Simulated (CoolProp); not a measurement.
1,2-dichloroethane along the isobar 14.4 MPa: density (kg/m³) from the reference equation and from simpler models built on Tc = 288.4 °C, pc = 5.226 MPa, ω = 0.269; each cubic takes its own stable root.

The numbers come from the reference Helmholtz-energy equation of state, Thol 2015 in CoolProp.

```csv
T (°C),phase,reference
111.15,liquid,1136
121.65,liquid,1120
132.25,liquid,1104
142.75,liquid,1087
153.25,liquid,1070
163.75,liquid,1053
174.25,liquid,1035
184.75,liquid,1017
195.35,liquid,998.5
205.85,liquid,979.6
216.35,liquid,960.2
226.85,liquid,940.3
```

Question: How far does each simpler model (Redlich-Kwong, Peng-Robinson) lie from the reference over these 12 states: mean and median of the absolute difference, and the worst?

Answer: 
- Redlich-Kwong: mean 14.2 %, median 14.2 %, worst -14.5 % at 226.85 °C and 14.4 MPa
- Peng-Robinson: mean 0.6 %, median 0.4 %, worst -1.6 % at 226.85 °C and 14.4 MPa
